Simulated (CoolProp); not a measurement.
Values from CoolProp's reference Helmholtz-energy equation of state, Lemmon 2006. It is a short technical equation, of lower accuracy than the large ones.

### Question
For acetone, give the phase and the density (kg/m³), cv (kJ/(kg K)), isothermal compressibility (1/MPa), expansivity (1/kK) at 515.5 K and 4.69 MPa; 515.5 K and 21.1 MPa; 515.5 K and 23.5 MPa.

### Answer
- 515.5 K and 4.69 MPa: gas; density 136, cv 2.23, isothermal compressibility 0.708, expansivity 25.0
- 515.5 K and 21.1 MPa: supercritical; density 558, cv 1.99, isothermal compressibility 0.00750, expansivity 2.45
- 515.5 K and 23.5 MPa: supercritical; density 567, cv 1.99, isothermal compressibility 0.00659, expansivity 2.26
